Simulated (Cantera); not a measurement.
What does this Cantera script print?

```python
import numpy as np
import cantera as ct

gas = ct.Solution("gri30.yaml")


def delay(T, t_max=10):
    gas.TPX = T, 99000, {'CO': 1, 'H2': 0.069, 'CH4': 0.03, 'O2': 0.396, 'N2': 1.49}
    reactor = ct.IdealGasConstPressureReactor(gas, clone=False)
    net = ct.ReactorNet([reactor])
    net.rtol, net.atol = 1e-8, 1e-16
    while net.time < t_max:
        t_old, T_old = net.time, reactor.T
        net.step()
        if reactor.T > T + 400:  # ignition: a rise of 400 K
            return t_old + (T + 400 - T_old) / (reactor.T - T_old) * (net.time - t_old)
    return np.nan


taus = []
for T in [1000, 1100, 1200, 1300, 1400, 1500, 1600]:
    taus.append(delay(T))
    print(f"T0 = {T:6g} K   tau = {taus[-1]:.4e} s")
```

Output:

```
T0 =   1000 K   tau = 1.5192e-03 s
T0 =   1100 K   tau = 3.5747e-04 s
T0 =   1200 K   tau = 1.6822e-04 s
T0 =   1300 K   tau = 1.0547e-04 s
T0 =   1400 K   tau = 7.6888e-05 s
T0 =   1500 K   tau = 6.2126e-05 s
T0 =   1600 K   tau = 5.4697e-05 s
```

Model: GRI-Mech 3.0 (53 species, 325 reactions), integrated in Cantera. Where the delays flatten at high temperature, the 400 K rule measures the pace of heat release, not the induction time.
